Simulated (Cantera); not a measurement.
Input: 1 mol SiCl4, 1.3 mol HCl, 7.8 mol H2, at 1600 K and 0.430 bar.

Method: chemical equilibrium by Gibbs-energy minimisation in Cantera with the NASA 1993 tables (ideal gas, pure condensed phases). Candidate condensed phases: Si; 19 gas species. The tables' values for SiCl3 are old estimates; treat these amounts as uncertain. Equilibrium is a limit: real reactors are often held back by kinetics, nucleation or transport.

Base state: H2 0.648, HCl 0.259, SiCl2 0.0588, SiCl3 0.0169, SiCl4 0.0120, SiHCl3 0.00434, SiH2Cl2 0.000262, H 6.68e-5 (mole fractions); condensed: gas only.

### Question
What changes in the equilibrium state with this change: pressure from 0.430 bar to 0.120 bar?

### Answer
```json
[
 {"species": "H2", "before": "0.648", "after": "0.631"},
 {"species": "HCl", "before": "0.259", "after": "0.278"},
 {"species": "SiCl2", "before": "0.0588", "after": "0.0726"},
 {"species": "SiCl4", "before": "0.0120", "after": "0.00488"},
 {"species": "SiCl3", "before": "0.0169", "after": "0.0120"},
 {"species": "SiH2Cl2", "before": "0.000262", "after": "8.79e-5"},
 {"species": "SiHCl3", "before": "0.00434", "after": "0.00160"},
 {"species": "Cl", "before": "2.11e-5", "after": "4.34e-5"}
]
```

### Question
What changes in the equilibrium state with this change: temperature from 1600 K to 1425 K?

### Answer
```
species   before    after
-------  -------  -------
H2         0.648    0.701
HCl        0.259    0.203
SiCl4     0.0120   0.0425
SiCl2     0.0588   0.0249
SiHCl3   0.00434   0.0115
SiCl3     0.0169   0.0164
Cl       2.11e-5  2.07e-6
H        6.68e-5  8.71e-6
```
